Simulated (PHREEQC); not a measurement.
Solution (35 °C): 29 mmol/kgw KHCO3, 19 mmol/kgw KOH and 0.046 mmol/kgw NaCl. Closed to the air; pH follows from the charge balance.

Model: ion-association model, wateq4f.dat, run in PHREEQC.

No solid was allowed to form.

Q: Order these Na species by the share of Na that they hold, largest first: NaHCO3, NaCO3-, Na+.

A: Na+ (80 %), NaCO3- (19 %), NaHCO3 (0.30 %)

The pH is 10.23 and the ionic strength 0.0666 mol/kgw. Complexes and solids missing from the database can't appear.
